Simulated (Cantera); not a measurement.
A freely propagating, adiabatic, planar premixed flame of CH4 : C2H6 : C3H8 : O2 : N2 : H2O = 1 : 1 : 0.56 : 5.93 : 22.3 : 1.8 (molar parts), equivalence ratio 1.4, unburnt at 398 K and 1950 Torr; mixture-averaged transport, grid criteria slope 0.08 and curve 0.16, no radiation.

Cantera simulation using GRI-Mech 3.0 (53 species, 325 reactions); the numbers are that mechanism's predictions, not measurements. GRI-Mech 3.0 was tuned for natural gas; its chemistry of propane as a main component is partial and can be far from experiment. Burning velocities carry a grid error of a few per cent, more on coarse grids.

Question: How do the results move with these cheaper or finer settings: unity-Lewis-number transport; multicomponent transport; multicomponent+Soret transport; grid criteria slope 0.5, curve 1; grid criteria slope 0.25, curve 0.5; grid criteria slope 0.03, curve 0.06?

Answer: 
```tsv
setting	laminar burning velocity	thermal thickness	peak x(CO)	peak x(HCN)	grid points
as above	21.0 cm/s	0.347 mm	0.0801	2.52e-5	140
unity-Lewis-number transport	17.4 cm/s	0.389 mm	0.0764	3.57e-5	137
multicomponent transport	21.2 cm/s	0.351 mm	0.0802	2.52e-5	140
multicomponent+Soret transport	21.2 cm/s	0.345 mm	0.0803	2.58e-5	140
grid criteria slope 0.5, curve 1	22.3 cm/s	0.399 mm	0.0808	2.27e-5	30
grid criteria slope 0.25, curve 0.5	21.2 cm/s	0.367 mm	0.0804	2.41e-5	51
grid criteria slope 0.03, curve 0.06	20.9 cm/s	0.340 mm	0.0798	2.57e-5	330
```
The base run took roughly 4 core-seconds.
Unity Lewis numbers drop preferential diffusion, which matters most where H2 and H carry the flame; Soret adds thermal diffusion.
